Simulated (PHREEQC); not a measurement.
Solution (5 °C and 50 atm): 170 mmol/kgw Pb(NO3)2, 2.6 mmol/kgw NaNO3 and 0.044 mmol/kgw Cu(NO3)2. Closed to the air; pH follows from the charge balance.

Model: ion-association model, phreeqc.dat, run in PHREEQC.

Q: The ionic strength comes out as 0.340 mol/kgw. What activity coefficients do Cu+2, NO3-, Na+, Pb+2, PbNO3+ get?

A: Cu+2 0.29, NO3- 0.66, Na+ 0.73, Pb+2 0.30, PbNO3+ 0.74.

This is a speciation only: nothing precipitates in the calculation. Under pressure, the constants of complexes without a molar volume in the database are unreliable. At this temperature some constants are extrapolated from 25 °C, and those without enthalpy data are left unchanged.
